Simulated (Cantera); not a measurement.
Source: NASA polynomial tables (part measured, part estimated), evaluated in Cantera. Values are per mole of reaction as written; species without (g) are pure solids or liquids, kept so even where they would boil at 1 bar.

Between 1623 and 1973 K, where is each reaction favourable under standard conditions?
- 2 Cu + CF4(g) → C + 2 CuF2


- 2 Cu + CF4(g) → C + 2 CuF2: ΔG° is 24 kJ at 1623 K and 27 kJ at 1973 K; it stays positive (K < 1). ΔH° is 22 kJ and ΔS° -2 J/K at 1973 K.
